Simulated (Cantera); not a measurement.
A Cantera script and its output.

```python
import numpy as np
import cantera as ct

gas = ct.Solution("h2o2.yaml")
gas.TPX = 973, 1600, {'H2': 0.38, 'O2': 1}
reactor = ct.IdealGasConstPressureReactor(gas, energy="off", clone=False)
net = ct.ReactorNet([reactor])
net.rtol, net.atol = 1e-08, 1e-18
show = ['H2', 'O2', 'H2O', 'H', 'H2O2', 'OH', 'O']
times = np.geomspace(5e-06, 60, 13)

steps = ct.SolutionArray(gas, extra=["t"])
rows = []
print(f"{'t/s':>10s}{'T/K':>9s}{'P/Pa':>11s}" + "".join(f"{s:>11s}" for s in show))
for t in times:
    while net.time < t:
        t_next = net.step()
        steps.append(gas.state, t=t_next)
    rows.append([np.interp(t, steps.t, y) for y in (steps.T, steps.P, *steps(*show).X.T)])
    print(f"{t:10.3e}{rows[-1][0]:9.1f}{rows[-1][1]:11.4g}" + "".join(f"{x:11.3e}" for x in rows[-1][2:]))
rate = np.gradient(steps.T, steps.t)
print("integrator steps:", len(steps.t))
if steps.T.max() > steps.T[0] + 200:
    print(f"time of steepest temperature rise: {steps.t[rate.argmax()]:.4e} s")
gas.TPX = 973, 1600, {'H2': 0.38, 'O2': 1}
gas.equilibrate("TP")
print(f"equilibrium (TP): T = {gas.T:.1f} K  " + "  ".join(f"{s} {gas[s].X[0]:.3e}" for s in show))
```

Output:

```
       t/s      T/K       P/Pa         H2         O2        H2O          H       H2O2         OH          O
 5.000e-06    973.0       1600  2.754e-01  7.246e-01  7.717e-15  5.368e-12  3.288e-17  6.914e-14  7.442e-14
 1.945e-05    973.0       1600  2.754e-01  7.246e-01  3.742e-13  2.044e-11  4.972e-16  8.174e-13  1.056e-12
 7.565e-05    973.0       1600  2.754e-01  7.246e-01  1.348e-11  8.182e-11  7.531e-15  6.946e-12  1.349e-11
 2.943e-04    973.0       1600  2.754e-01  7.246e-01  4.681e-10  5.899e-10  1.154e-13  7.092e-11  1.890e-10
 1.145e-03    973.0       1600  2.754e-01  7.246e-01  1.548e-07  1.131e-07  2.767e-12  1.443e-08  4.034e-08
 4.453e-03    973.0       1600  3.426e-02  6.318e-01  1.981e-01  9.848e-02  5.500e-07  6.335e-03  3.093e-02
 1.732e-02    973.0       1600  1.224e-03  6.791e-01  3.167e-01  5.712e-04  8.866e-07  8.901e-04  1.442e-03
 6.737e-02    973.0       1600  6.810e-05  6.806e-01  3.191e-01  4.419e-06  3.761e-07  1.616e-04  6.009e-05
 2.621e-01    973.0       1600  4.106e-06  6.806e-01  3.193e-01  1.162e-07  1.156e-07  4.975e-05  5.311e-06
 1.019e+00    973.0       1600  2.891e-07  6.807e-01  3.193e-01  5.914e-09  3.433e-08  1.870e-05  7.453e-07
 3.965e+00    973.0       1600  4.114e-08  6.807e-01  3.193e-01  4.929e-10  1.056e-08  8.173e-06  1.435e-07
 1.542e+01    973.0       1600  8.319e-09  6.807e-01  3.193e-01  5.167e-11  3.181e-09  3.850e-06  3.202e-08
 6.000e+01    973.0       1600  1.899e-09  6.807e-01  3.193e-01  6.002e-12  9.101e-10  1.877e-06  7.631e-09
integrator steps: 2052
equilibrium (TP): T = 973.0 K  H2 1.177e-10  O2 6.807e-01  H2O 3.193e-01  H 9.336e-14  H2O2 6.579e-11  OH 4.521e-07  O 4.442e-10
```

Model: the H2/O2 subset of GRI-Mech 3.0, which has no nitrogen chemistry, integrated in Cantera. Radical loss at walls, strong at low pressure, is not modelled. The temperature is held fixed by assumption; the heat of reaction is taken as removed at once.
